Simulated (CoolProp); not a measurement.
Vapour-liquid equilibrium of benzene (1) + dimethyl carbonate (2) at 381.6 K; x and y are mole fractions of (1).

Values from CoolProp's multi-fluid Helmholtz-energy mixture model, Thol 2012 and Zhou 2011; pair parameters Bell 2016.

```json
[
 {"x": "0.05", "bubble pressure (kPa)": "181.7", "y at the bubble point": "0.079", "dew pressure at overall composition x (kPa)": "179.6", "liquid density (mol/L)": "(withheld)"},
 {"x": "0.15", "bubble pressure (kPa)": "192.0", "y at the bubble point": "0.213", "dew pressure at overall composition x (kPa)": "187.2", "liquid density (mol/L)": "(withheld)"},
 {"x": "0.25", "bubble pressure (kPa)": "200.6", "y at the bubble point": "0.327", "dew pressure at overall composition x (kPa)": "194.8", "liquid density (mol/L)": "10.34"},
 {"x": "0.35", "bubble pressure (kPa)": "207.7", "y at the bubble point": "0.426", "dew pressure at overall composition x (kPa)": "202.3", "liquid density (mol/L)": "10.28"},
 {"x": "0.45", "bubble pressure (kPa)": "213.6", "y at the bubble point": "0.516", "dew pressure at overall composition x (kPa)": "209.3", "liquid density (mol/L)": "10.23"},
 {"x": "0.55", "bubble pressure (kPa)": "218.2", "y at the bubble point": "0.601", "dew pressure at overall composition x (kPa)": "215.5", "liquid density (mol/L)": "(withheld)"},
 {"x": "0.65", "bubble pressure (kPa)": "221.8", "y at the bubble point": "0.684", "dew pressure at overall composition x (kPa)": "220.5", "liquid density (mol/L)": "10.12"},
 {"x": "0.75", "bubble pressure (kPa)": "224.3", "y at the bubble point": "(withheld)", "dew pressure at overall composition x (kPa)": "223.9", "liquid density (mol/L)": "10.08"},
 {"x": "0.85", "bubble pressure (kPa)": "225.6", "y at the bubble point": "0.854", "dew pressure at overall composition x (kPa)": "225.6", "liquid density (mol/L)": "10.04"},
 {"x": "0.95", "bubble pressure (kPa)": "225.7", "y at the bubble point": "0.949", "dew pressure at overall composition x (kPa)": "225.7", "liquid density (mol/L)": "10.01"}
]
```

Problem. Complete the blanks.

Solution. 
- 0.05, liquid density (mol/L): 10.48
- 0.15, liquid density (mol/L): 10.41
- 0.55, liquid density (mol/L): 10.17
- 0.75, y at the bubble point: 0.767

y crosses x between x = 0.85 and 0.95: the model has an azeotrope there.

The pair parameters rest on a limited set of measurements; away from them the model extrapolates.
